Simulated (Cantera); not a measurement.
Charge: 1 mol CuO, 3.8 mol H₂, 0.38 mol H₂O, equilibrated at 6400 Pa.

Equilibrium computed with Cantera from the NASA thermochemical tables; the gas is ideal and each condensed phase is pure. Candidate condensed phases: Cu, CuO, Cu(OH)₂, Cu₂O, H₂O; 12 gas species. Kinetics and transport are ignored.

x: gas mole fraction; n: condensed amount in mol.

```tsv
T (K)	x H₂	x H₂O	x Cu	x H	x OH	x Cu₂	n Cu(s)	n Cu(l)
1325	0.670	0.330	4.39e-6	5.29e-6	3.80e-8	4.58e-10	1.000	0
1350	0.670	0.330	7.64e-6	7.71e-6	6.17e-8	1.00e-9	1.000	0
1375	0.670	0.330	1.29e-5	1.11e-5	9.83e-8	2.07e-9	0	1.000
1400	0.670	0.330	2.11e-5	1.57e-5	1.54e-7	4.11e-9	0	1.000
1425	0.670	0.330	?	?	?	?	0	1.000
1450	0.670	0.330	?	?	?	?	0	1.000
1475	0.670	0.330	8.37e-5	4.20e-5	5.42e-7	2.78e-8	0	1.000
1500	0.670	0.330	0.000129	5.69e-5	8.01e-7	5.04e-8	0	0.999
1525	0.670	0.330	0.000194	7.65e-5	1.17e-6	8.93e-8	0	0.999
```

Fill in the missing entries.


- 1425, x Cu: 3.39e-5
- 1425, x H: 2.21e-5
- 1425, x OH: 2.38e-7
- 1425, x Cu₂: 7.96e-9
- 1450, x Cu: 5.37e-5
- 1450, x H: 3.06e-5
- 1450, x OH: 3.62e-7
- 1450, x Cu₂: 1.51e-8
